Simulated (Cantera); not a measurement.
Charge: 1 mol CH3SiCl3, 0.14 mol C3H8, 280 mol H2, 0.56 mol C2H2, held at 71000 Pa.

Equilibrium computed with Cantera from the NASA thermochemical tables; the gas is ideal and each condensed phase is pure. Candidate condensed phases: C, C6H6, C7H8, C8H18, Si, SiC; 109 gas species. The feed counts by its element totals alone. Gases not in the tables: Si2H6 and higher silanes. Rates play no part. All values below are at 2098 K.

Base state: H2 0.984, HCl 0.0105, H 0.00362, C2H2 (acetylene) 0.00140, CH4 0.000228, Cl 2.84e-5, SiCl2 1.85e-5, CH3 1.64e-5 (mole fractions); condensed: C(graphite) + SiC(s).

What changes in the equilibrium state with this change: CH3SiCl3 replaced by CH3SiH3?


```tsv
species	before	after
H2	0.984	0.995
H	0.00362	0.00364
C2H2 (acetylene)	0.00140	0.00142
HCl	0.0105	0
Cl	2.84e-5	0
Si	1.42e-5	1.42e-5
SiCl2	1.85e-5	0
CH4	0.000228	0.000233
C(graphite), mol	0.683	0.667
SiC(s), mol	0.984	0.990
```
